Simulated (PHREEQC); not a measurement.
1 kg of water holding 0.014 mol/kgw SrCl2, 0.52 mol/kgw CaCl2, 0.0082 mol/kgw MgCl2, 0.021 mol/kgw NaCl and 0.028 mol/kgw KCl is evaporated at 15 °C; the solids stay in contact with the brine. CO2 from the air is kept out. Only these solids could form: Bischofite, Brucite, Carnallite, Halite, Portlandite, Sylvite, MgCl2_4H2O.

The series has 13 steps of water left (kg), from 1 to 0.09502.

Equilibrium calculation in PHREEQC: Pitzer model, pitzer.dat.

Task: Which solids form, in which order, and at which step of the series does each first stand?

Result: Halite from water left = 0.09502 kg.
